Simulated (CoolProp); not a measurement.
CF4 (R14) at 298.15 K and 3.02 MPa is throttled through a valve to 0.678 MPa with no heat exchange. Each further row changes one setting.

Computed with CoolProp (reference Helmholtz-energy equation of state, Platzer 1990). This equation is an older, rougher fit.

```json
[
 {"case": "as stated", "temperature change (K)": "-13.6", "final density (kg/m³)": "26.0"},
 {"case": "outlet pressure 0.203 MPa", "temperature change (K)": "-16.5", "final density (kg/m³)": "7.70"},
 {"case": "outlet pressure 0.881 MPa", "temperature change (K)": "-12.3", "final density (kg/m³)": "33.9"}
]
```
